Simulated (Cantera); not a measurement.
Charge: 1 mol B₂O₃, 6.5 mol N₂, 0.088 mol H₂O, equilibrated at 4.80 mbar.

Method: chemical equilibrium by Gibbs-energy minimisation in Cantera with the NASA 1993 tables (ideal gas, pure condensed phases). Candidate condensed phases: B, BN, B₂O₃, B₃O₃H₃, H₂O; 39 gas species. Equilibrium is a limit: real reactors are often held back by kinetics, nucleation or transport.

Question: At 1548 K, list the 6 most abundant gas species with their mole fractions, and the condensed phases.

Answer: N₂ 0.964, HBO₂ 0.0224, B₂O₃ 0.0117, H₂O 0.00180, BO₂ 6.05e-5, H₂ 4.57e-5. Condensed: B₂O₃(l).
